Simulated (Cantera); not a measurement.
CS2 + H2O + H2 (abatement and gas-phase synthesis)

Input: 1 mol CS2, 0.11 mol H2O, 1.1 mol H2, at 4.50 bar.

Method: chemical equilibrium by Gibbs-energy minimisation in Cantera with the NASA 1993 tables (ideal gas, pure condensed phases). Candidate condensed phases: C, C6H6, C7H8, C8H18, H2O, H2SO4, S; 146 gas species. Ions and electrons are included (thermal ionisation). Rates play no part.

```tsv
T (°C)	log p H	log p H2	log p CS2	log p S	log p CS	log p H2S	log p S2	log p SH	log p CO	log p C	n C(graphite)
1727	-2.66	0.26	0.14	-2.74	-1.21	-0.21	-0.49	-1.26	-0.65	-10.52	0.195
2227	-1.46	0.28	0.00	-1.59	-0.21	-0.65	-0.47	-0.85	-0.70	-6.87	0
2727	-0.69	0.22	-0.43	-0.76	0.04	-0.97	-0.34	-0.57	-0.74	-4.91	0
3227	-0.18	0.09	-1.00	-0.29	0.07	-1.39	-0.48	-0.52	-0.80	-3.53	0
3727	0.13	-0.15	-1.62	-0.07	0.03	-1.98	-0.85	-0.69	-0.87	-2.43	0
4227	0.28	-0.51	-2.22	0.02	-0.04	-2.71	-1.31	-1.01	-0.92	-1.51	0
4727	0.33	-0.96	-2.78	0.09	-0.16	-3.45	-1.70	-1.34	-0.96	-0.83	0
```
log p: log10 of the partial pressure in bar; n: condensed amount in mol.

At 1727 °C the condensed part is C(graphite). From 2227 °C to 4727 °C nothing is condensed. The main C-bearing gas is CS2 at 1727 °C and CS at 4727 °C.
